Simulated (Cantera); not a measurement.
Cantera run:

```python
import numpy as np
import cantera as ct

gas_names = """
    C CH CH2 CH3 CH2OH CH3O CH4 CH3OH CN CO CO2 COOH C2 C2H CHCO,ketyl C2H2,acetylene C2H2,vinylidene
    CH2CO,ketene C2H3,vinyl CH3CN CH3CO,acetyl C2H4 C2H4O,ethylen CH3CHO,ethanal CH3COOH (HCOOH)2 C2H5
    C2H6 CH3OCH3 C2H5OH CCN CNC C2N2 C2O C3 C3H3,propargyl C3H4,allene C3H4,propyne C3H4,cyclo-
    C3H5,allyl C3H6,propylene C3H6,cyclo- C3H6O C3H7,n-propyl C3H7,i-propyl C3H8 C3H8O,1propanol
    C3H8O,2propanol C3O2 C4 C4H2 C4H4,1,3-cyclo- C4H6,butadiene C4H6,2-butyne C4H6,cyclo- C4H8,1-butene
    C4H8,cis2-buten C4H8,tr2-butene C4H8,isobutene C4H8,cyclo- (CH3COOH)2 C4H9,n-butyl C4H9,i-butyl
    C4H9,s-butyl C4H9,t-butyl C4H10,isobutane C4H10,n-butane C4N2 C5 C5H6,1,3cyclo- C5H8,cyclo-
    C5H10,1-pentene C5H10,cyclo- C5H11,pentyl C5H11,t-pentyl C5H12,n-pentane C5H12,i-pentane
    CH3C(CH3)2CH3 C6H2 C6H5,phenyl C6H5O,phenoxy C6H6 C6H5OH,phenol C6H10,cyclo- C6H12,1-hexene
    C6H12,cyclo- C6H13,n-hexyl C7H7,benzyl C7H8 C7H8O,cresol C7H14,1-heptene C7H15,n-heptyl
    C7H16,n-heptane C8H8,styrene C8H10,ethylbenz C8H16,1-octene C8H17,n-octyl C8H18,isooctane
    C8H18,n-octane C9H19,n-nonyl C10H8,naphthale C10H21,n-decyl C12H9,o-bipheny C12H10,bipheny H HCN HCO
    HCCN HNC HNCO HNO HNO2 HNO3 HO2 H2 HCHO,formaldehy HCOOH H2O H2O2 N NCO NH NH2 NH3 NH2OH NO NO2 NO3
    N2 N2H2 N2H4 N2O O OH O2 O3
""".split()
cond_names = """
    C(gr) C6H6(L) C7H8(L) C8H18(L),n-octa H2O(s) H2O(L)
""".split()


def load(file, names, dense=False):
    # The tables refer to 1 bar. Condensed volumes are neglected.
    table = {s.name: s for s in ct.Species.list_from_file(file)}
    out = []
    for n in names:
        d = dict(table[n].input_data)
        d["thermo"] = dict(d["thermo"], **{"reference-pressure": 1e5})
        if dense:
            d["equation-of-state"] = {"model": "constant-volume", "density": "1e6 g/cm^3"}
        out.append(ct.Species.from_dict(d))
    return out


gas = ct.Solution(thermo="ideal-gas", species=load("nasa_gas.yaml", gas_names))
cond = {s.name: ct.Solution(thermo="fixed-stoichiometry", species=[s], name=s.name)
        for s in load("nasa_condensed.yaml", cond_names, dense=True)}
atoms = {
    'C2H5OH': {'C': 2, 'H': 6, 'O': 1},
    'NH3': {'N': 1, 'H': 3},
    'N2': {'N': 2},
}
top_T = {'C(gr)': 4500}  # K; cautious upper limits of use, not melting points


def equilibrate(T, P, feed):
    n = {}
    for name, mol in feed.items():
        for a, k in atoms[name].items():
            n[a] = n.get(a, 0.0) + k * mol
    gas.TPX = T, P, n
    mass = sum(n.values()) * gas.mean_molecular_weight
    gas.equilibrate("TP")
    valid = [c for c in cond.values() if c.min_temp <= T <= top_T.get(c.name, c.max_temp)]
    mix = ct.Mixture([(gas, mass / gas.mean_molecular_weight)] + [(c, 0.0) for c in valid])
    mix.T, mix.P = T, P
    mix.equilibrate("TP", solver="vcs", rtol=1e-11, max_steps=5000)
    return mix


results = []
feed = {'C2H5OH': 1, 'NH3': 0.052, 'N2': 1.4}  # mol
T = 1648  # K
P = 100000  # Pa
mix = equilibrate(T, P, feed)
results.append((T, P, feed, dict(zip(mix.species_names, mix.species_moles))))
x = sorted(zip(gas.X, gas.species_names), reverse=True)
print(f"T = {T:g} K  P = {P:g} Pa  gas = {mix.phase_moles(0):.4g} mol")
print("   x: " + "  ".join(f"{s} {v:.3e}" for v, s in x if v > 1e-05))
print("   condensed (mol): " + ("  ".join(f"{mix.phase(i).name} {mix.phase_moles(i):.4g}"
      for i in range(1, mix.n_phases) if mix.phase_moles(i) > 1e-12) or "none"))
```

Result:

```
T = 1648 K  P = 100000 Pa  gas = 5.501 mol
   x: H2 5.580e-01  N2 2.587e-01  CO 1.817e-01  HCN 1.037e-03  CH4 4.171e-04  H 6.652e-05  H2O 6.601e-05  HNC 2.710e-05  C2H2,acetylene 2.496e-05
   condensed (mol): C(gr) 0.992
```

Equilibrium computed with Cantera from the NASA thermochemical tables; the gas is ideal and each condensed phase is pure.
